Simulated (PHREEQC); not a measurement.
Dissolve 0.45 mol HF, 0.031 mol CuSO4 and 0.031 mol CuCl2 per kg of water at 9.1 °C. Closed to the air; pH follows from the charge balance.

Model: ion-association model, wateq4f.dat, run in PHREEQC.

No solid was allowed to form.

Task: Estimate the pH, ionic strength, activity of water.

Result: pH 1.82; ionic strength 0.174 mol/kgw; activity of water 0.992.

Task: In which forms is F present?

Result: H2F2 56 %, HF 36 %, HF2- 3.4 %, F- 3.1 %, CuF+ 0.7 % of the F.

wateq4f.dat counts part of the HF as a dimer, H2F2, which phreeqc.dat doesn't know; its constant is uncertain. At this temperature some constants are extrapolated from 25 °C, and those without enthalpy data are left unchanged.
